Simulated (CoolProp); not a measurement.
R125 at several states: fugacity coefficient from the reference equation and from simpler models built on Tc = 66.0 °C, pc = 3.618 MPa, ω = 0.305; each cubic takes its own stable root.

The numbers come from the reference Helmholtz-energy equation of state, Lemmon 2005 in CoolProp.

```tsv
T (°C)	p (MPa)	phase	reference	Redlich-Kwong	Peng-Robinson
34.05	4.97	liquid	0.3060	0.3534	…
185.95	0.15	gas	0.9953	0.9944	0.9946
10.85	0.964	liquid	…	0.8519	…
12.45	1.38	liquid	0.5976	…	…
222.95	18.4	supercritical	…	0.6727	0.7419
56.85	5	liquid	…	0.4751	0.4440
```

Q: Fill in the missing entries.

A: 
- 34.05, Peng-Robinson: 0.3043
- 10.85, reference: 0.8090
- 10.85, Peng-Robinson: 0.8071
- 12.45, Redlich-Kwong: 0.7462
- 12.45, Peng-Robinson: 0.5960
- 222.95, reference: 0.7424
- 56.85, reference: 0.4492

At some of these states Redlich-Kwong gives the other phase, because its saturation line lies elsewhere.
